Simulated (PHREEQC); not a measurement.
Make-up at 25 °C: 0.0023 mol/kgw CuSO4, 0.00058 mol/kgw ZnCl2, 0.0025 mol/kgw H2SO4 and 0.0003 mol/kgw Na2SO4. Closed to the air; pH follows from the charge balance.

Model: ion-association model, phreeqc.dat, run in PHREEQC.

```tsv
quantity	before	after
pH	2.43	3.34
ionic strength (mol/kgw)	0.0149	0.00182
SO4-2 (mol/kgw)	0.00355	0.000473
Cu+2 (mol/kgw)	0.00179	0.000216
HSO4- (mol/kgw)	0.000893	1.84e-5
CuSO4 (mol/kgw)	0.000504	1.43e-5
SI of Halite (NaCl)	-7.84	-9.77
SI of Zn(OH)2(e) (Zn(OH)2)	-10.20	-9.18
```

Q: Which change was made?
A. diluted 10-fold with water
B. 0.00018 mol/kgw TMAH added
C. 0.00012 mol/kgw NaCl added
D. Na2SO4 from 0.0003 to 0.0006 mol/kgw
E. Na2SO4 from 0.0003 to 3e-05 mol/kgw

A: A, diluted 10-fold with water

This is a speciation only: nothing precipitates in the calculation.
